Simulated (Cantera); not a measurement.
Charge: 1 mol Si₃N₄, 2.4 mol H₂O, 260 mol H₂, at 2100 K and 0.133 bar.

Method: chemical equilibrium by Gibbs-energy minimisation in Cantera with the NASA 1993 tables (ideal gas, pure condensed phases). Candidate condensed phases: H₂O, Si, SiO₂, Si₂N₂O, Si₃N₄; 35 gas species. Gases not in the tables: Si₂H₆ and higher silanes. Equilibrium is a limit: real reactors are often held back by kinetics, nucleation or transport.

Base state: H₂ 0.974, SiO 0.00895, H 0.00842, N₂ 0.00745, Si 0.00100, SiH 0.000196, SiH₂ 0.000178, Si₂ 1.30e-5 (mole fractions); condensed: Si(l).

Problem. What changes in the equilibrium state with this change: temperature from 2100 K to 1950 K?

Solution. 
| species | before | after |
|---|---|---|
| H₂ | 0.974 | 0.980 |
| SiO | 0.00895 | 0.00898 |
| N₂ | 0.00745 | 0.00748 |
| H | 0.00842 | 0.00311 |
| Si | 0.00100 | 0.000179 |
| Si₂ | 1.30e-5 | 1.64e-6 |
| SiH | 0.000196 | 4.94e-5 |
| SiH₂ | 0.000178 | 7.77e-5 |
| Si(l), mol | 0.216 | 0.516 |
